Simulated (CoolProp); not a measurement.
The numbers come from the reference Helmholtz-energy equation of state, Thol 2022 in CoolProp.

For vinyl chloride, give the phase and the cp (kJ/(kg K)), cv (kJ/(kg K)), Joule-Thomson coefficient (K/MPa) at 306.4 K and 101 kPa.


- 306.4 K and 101 kPa: gas; cp 0.891, cv 0.748, Joule-Thomson coefficient 24.5
